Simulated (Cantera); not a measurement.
A Cantera script and what it prints.

```python
import numpy as np
import cantera as ct

gas_names = """
    CCL4 SiCL2 SiC2
""".split()
cond_names = """
    Si(cr) Si(L)
""".split()


# ... load() reads the species with a 1 bar reference pressure and builds the phases ...
species = {s.name: s for s in load("nasa_gas.yaml", gas_names) + load("nasa_condensed.yaml", cond_names)}
# Each term lists the table entries of one substance; the one whose range holds T is used.
reactions = {
    '2 CCl4(g) + 5 Si = 4 SiCl2(g) + SiC2(g)':
        [(-2, ['CCL4']), (-5, ['Si(cr)', 'Si(L)']), (4, ['SiCL2']), (1, ['SiC2'])],
}


def pick(names, T):
    return next(species[n] for n in names if species[n].thermo.min_temp <= T <= species[n].thermo.max_temp)


results = []
for label, terms in reactions.items():
    print(label)
    print("     T/K   dH/kJ  dS/(J/K)   dG/kJ   log10 K")
    for T in [898, 1098, 1298, 1498, 1698, 1898]:
        used = [(nu, pick(names, T)) for nu, names in terms]
        dH = sum(nu * s.thermo.h(T) for nu, s in used) / 1e6
        dS = sum(nu * s.thermo.s(T) for nu, s in used) / 1e3
        dG = dH - T * dS / 1e3
        logK = -dG * 1e6 / (ct.gas_constant * T * np.log(10))
        results.append((label, T, dH, dS, dG, logK, [s.name for _, s in used]))
        print(f"{T:8g} {dH:8.1f} {dS:8.1f} {dG:8.1f} {logK:8.2f}")
```

Output:

```
2 CCl4(g) + 5 Si = 4 SiCl2(g) + SiC2(g)
     T/K   dH/kJ  dS/(J/K)   dG/kJ   log10 K
     898    107.5    606.2   -436.8    25.41
    1098     96.6    595.2   -556.9    26.49
    1298     84.9    585.4   -675.0    27.16
    1498     72.5    576.5   -791.2    27.59
    1698   -191.6    419.8   -904.4    27.82
    1898   -203.0    413.4   -987.8    27.18
```

Standard-state values (1 bar) from the NASA 1993 polynomials, evaluated with Cantera. Condensed species are held in their standard states even where they would react or evaporate.
